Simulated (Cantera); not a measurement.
A closed system holds: 1 mol SiHCl3, 0.11 mol C2H4, 18 mol H2, 0.17 mol C2H2, equilibrated at 2152 °C and 5.80 mbar.

Equilibrium computed with Cantera from the NASA thermochemical tables; the gas is ideal and each condensed phase is pure. The tables' values for SiCl are old estimates; treat these amounts as uncertain. Gases not in the tables: Si2H6 and higher silanes. Equilibrium is a limit: real reactors are often held back by kinetics, nucleation or transport.

```tsv
species	before	after
H2	0.644	0.817
HCl	0.100	0.113
H	0.189	0.0405
Si	0.0299	0.00774
SiCl2	0.00160	0.0114
Cl	0.0209	0.00399
C3	2.50e-5	7.38e-8
SiCl3	1.03e-6	3.88e-5
C2H	8.81e-5	3.55e-6
C4H2	1.56e-5	6.98e-7
SiC2	0.00608	0.000296
SiH2	3.24e-5	0.000294
SiC(s), mol	0	0.478
```
Gas species are given as mole fractions.

Question: What was changed between the two runs?
(A) pressure from 5.80 mbar to 9.70 mbar
(B) temperature from 2152 °C to 2102 °C
(C) pressure from 5.80 mbar to 0.160 bar
(D) temperature from 2152 °C to 875 °C

Answer: C, pressure from 5.80 mbar to 0.160 bar. The tables' values for SiCl, SiCl3 are old estimates; treat these amounts as uncertain
